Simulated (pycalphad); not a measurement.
# Phase fractions of Ti-0.8174C (wt.%)

Source of the numbers: pycalphad with the COST 507 light-alloy database (1999); pressure 1 atm. These are 1990s assessments: newer ones move some temperatures and phases. Amounts are mole fractions of atoms. Diffusion is slow at the low end, where real alloys seldom reach equilibrium.

| T (°C) | LIQUID | BCC_A2 | FCC_A1 | HCP_A3 |
|---|---|---|---|---|
| 1677 | 1.000 | - | - | - |
| 1577 | - | 0.971 | 0.029 | - |
| 1477 | - | 0.961 | 0.039 | - |
| 1377 | - | 0.951 | 0.049 | - |
| 1277 | - | 0.942 | 0.058 | - |
| 1177 | - | 0.934 | 0.066 | - |
| 1077 | - | 0.927 | 0.073 | - |
| 977 | - | 0.921 | 0.079 | - |
| 877 | - | - | 0.053 | 0.947 |
| 777 | - | - | 0.064 | 0.936 |
| 677 | - | - | 0.073 | 0.927 |
| 577 | - | - | 0.079 | 0.921 |
| 477 | - | - | 0.083 | 0.917 |
| 377 | - | - | 0.085 | 0.915 |
| 277 | - | - | 0.086 | 0.914 |

FCC_A1 is fcc; BCC_A2 is bcc; HCP_A3 is hcp. The fcc model also describes the rock-salt carbide or nitride (TiC, TiN, HfC).
